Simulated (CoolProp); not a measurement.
Properties of sulfur hexafluoride along the isobar 139 bar (Tc = 318.7 K, pc = 37.55 bar, ω = 0.210).

Model: reference Helmholtz-energy equation of state, Guder 2009, in CoolProp.

```csv
T (K),phase,density (kg/m³),cv (kJ/(kg K)),isothermal compressibility (1/MPa),expansivity (1/kK),conductivity (mW/(m K))
235.7,liquid,1855,0.5544,0.002357,2.270,80.9
243.9,liquid,1820,0.5691,0.002664,2.367,79.1
252.2,liquid,1784,0.5834,0.003028,2.475,77.3
260.5,liquid,1746,0.5974,0.003457,2.596,75.4
268.7,liquid,1709,0.6109,0.003960,2.730,73.5
277,liquid,1669,0.6241,0.004567,2.881,71.6
285.3,liquid,1629,0.6371,0.005299,3.052,69.7
293.6,liquid,1587,0.6498,0.006187,3.245,67.8
301.8,liquid,1544,0.6621,0.007257,3.461,65.9
310.1,liquid,1499,0.6742,0.008585,3.707,64.1
318.4,liquid,1452,0.6861,0.01022,3.985,62.3
```

Thermal conductivity comes from a separate model (Assael 2012).
